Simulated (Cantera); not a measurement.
An isothermal, constant-pressure homogeneous reactor starts with 2.22 % CH4, 96.5 % H2, 1.25 % O2, equivalence ratio 42, at 2673 K and 0.100 bar.

Model: GRI-Mech 3.0 (53 species, 325 reactions), integrated in Cantera.

x: mole fraction; the columns are a selection and need not sum to one.

```
t (s)          x CH4   x H2        x O2       x H2O       x C2H
--------  ----------  -----  ----------  ----------  ----------
0.000100     0.00684  0.920     1.36e-5      0.0231     1.73e-5
0.000256     0.00223  0.917     7.81e-8      0.0216     3.73e-5
0.000654  (withheld)  0.912  (withheld)  (withheld)  (withheld)
0.00167     0.000356  0.904     6.50e-8      0.0133     3.64e-5
0.00428   (withheld)  0.891  (withheld)  (withheld)  (withheld)
0.0109       1.66e-5  0.866     1.15e-8     0.00310     3.10e-6
0.0280       1.04e-8  0.838     1.32e-8     0.00249     1.84e-9
0.0715      8.09e-11  0.829     1.52e-8     0.00247      <1e-12
0.183       8.05e-11  0.829     1.52e-8     0.00247      <1e-12
0.468       8.05e-11  0.829     1.52e-8     0.00247      <1e-12
1.20        8.05e-11  0.829     1.52e-8     0.00247      <1e-12
3.06        8.05e-11  0.829     1.52e-8     0.00247      <1e-12
7.82        8.05e-11  0.829     1.52e-8     0.00247      <1e-12
20.0        8.05e-11  0.829     1.52e-8     0.00247      <1e-12
```

Some entries are withheld; supply them.


- 0.000654, x CH4: 0.000705
- 0.000654, x O2: 8.50e-8
- 0.000654, x H2O: 0.0187
- 0.000654, x C2H: 4.43e-5
- 0.00428, x CH4: 0.000121
- 0.00428, x O2: 2.86e-8
- 0.00428, x H2O: 0.00680
- 0.00428, x C2H: 1.82e-5
